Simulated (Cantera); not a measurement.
A Cantera script and what it prints.

```python
import numpy as np
import cantera as ct

gas_names = """
    Cu CuF CuF2 Cu2 F F2 H HF H2 H2F2 H3F3 H4F4 H5F5 H6F6 H7F7
""".split()
cond_names = """
    Cu(cr) Cu(L) CuF2(s) CuF2(L)
""".split()


# ... load() reads the species with a 1 bar reference pressure and builds the phases ...
atoms = {
    'Cu': {'Cu': 1},
    'F2': {'F': 2},
    'H2': {'H': 2},
}
top_T = {}  # K; cautious upper limits of use, not melting points


# ... equilibrate(T, P, feed) seeds the gas with the atoms and calls Mixture.equilibrate('TP', solver="vcs", rtol=1e-11, max_steps=5000) ...
results = []
feed = {'Cu': 1, 'F2': 0.33, 'H2': 2.1}  # mol
T = 1148.15  # K
P = 11  # Pa
mix = equilibrate(T, P, feed)
results.append((T, P, feed, dict(zip(mix.species_names, mix.species_moles))))
x = sorted(zip(gas.X, gas.species_names), reverse=True)
print(f"T = {T:g} K  P = {P:g} Pa  gas = {mix.phase_moles(0):.4g} mol")
print("   x: " + "  ".join(f"{s} {v:.3e}" for v, s in x if v > 0.001))
print("   condensed (mol): " + ("  ".join(f"{mix.phase(i).name} {mix.phase_moles(i):.4g}"
      for i in range(1, mix.n_phases) if mix.phase_moles(i) > 1e-12) or "none"))
```

It prints:

```
T = 1148.15 K  P = 11 Pa  gas = 2.43 mol
   x: H2 7.284e-01  HF 2.716e-01
   condensed (mol): Cu(cr) 0.9999
```

Method: chemical equilibrium by Gibbs-energy minimisation in Cantera with the NASA 1993 tables (ideal gas, pure condensed phases).
